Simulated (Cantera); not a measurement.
An isothermal, constant-pressure homogeneous reactor starts with N2O : O2 = 9.4 : 0.37 (molar parts), at 1200 K and 1700 Pa.

Model: GRI-Mech 3.0 (53 species, 325 reactions), integrated in Cantera. GRI-Mech 3.0 was tuned for natural gas; its chemistry of N2O as a main component is partial and can be far from experiment. Radical loss at walls, strong at low pressure, is not modelled. The mechanism lacks the step 2 NO + O2 → 2 NO2, which can matter for NO2 below about 1400 K. The temperature is held fixed by assumption; the heat of reaction is taken as removed at once.

Question: Predict: x(N2O) at 6.00 s; x(O2) at 6.00 s; x(O) at 6.00 s; x(NO) at 6.00 s; x(NO2) at 6.00 s; x(N2) at 6.00 s.

Answer: 
- x(N2O) at 6.00 s = 0.878 (gas-phase equilibrium 1.91e-9)
- x(O2) at 6.00 s = 0.0623 (gas-phase equilibrium 0.350)
- x(O) at 6.00 s = 1.83e-6 (gas-phase equilibrium 1.14e-7)
- x(NO) at 6.00 s = 0.00598 (gas-phase equilibrium 0.000231)
- x(NO2) at 6.00 s = 1.16e-6 (gas-phase equilibrium 6.54e-7)
- x(N2) at 6.00 s = 0.0540 (gas-phase equilibrium 0.650)
